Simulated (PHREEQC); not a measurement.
Consider water at 10 °C with 120 mmol/kgw Ni(NO3)2, 1.6 mmol/kgw KCl and 0.34 mmol/kgw H2SO4. Closed to the air; pH follows from the charge balance.

Equilibrium calculation in PHREEQC: ion-association model, wateq4f.dat.

The ionic strength comes out as 0.362 mol/kgw. What activity coefficients do H+, SO4-2, Cl-, NO3-, K+ get?

H+ 0.78, SO4-2 0.24, Cl- 0.67, NO3- 0.65, K+ 0.67.

This is a speciation only: nothing precipitates in the calculation. Complexes and solids missing from the database can't appear. At this temperature some constants are extrapolated from 25 °C, and those without enthalpy data are left unchanged.
